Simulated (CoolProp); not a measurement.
Properties of methane along the isotherm 152 K.

Model: reference Helmholtz-energy equation of state, Setzmann 1991, in CoolProp.

```tsv
p (kPa)	phase	speed of sound (m/s)	fugacity coefficient
21.8	gas	323.4	0.9970
41.4	gas	322.9	0.9942
78.4	gas	321.9	0.9891
149	gas	319.9	0.9793
282	gas	316.1	0.9608
534	gas	308.3	0.9257
1010	gas	291.1	0.8591
1920	liquid	914.4	0.5123
3640	liquid	950.5	0.2872
6900	liquid	1010	0.1698
```
